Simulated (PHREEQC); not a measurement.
Consider water at 25 °C with 17 mmol/kgw NaH2PO4 and 8.3 mmol/kgw HF. Closed to the air; pH follows from the charge balance.

The numbers come from PHREEQC with the ion-association model, phreeqc.dat.

### Question
The ionic strength comes out as 0.0182 mol/kgw. What activity coefficients do H+, H2PO4-, Na+, HF2-, HPO4-2 get?

### Answer
H+ 0.89, H2PO4- 0.88, Na+ 0.88, HF2- 0.87, HPO4-2 0.60.

No solid was allowed to form.
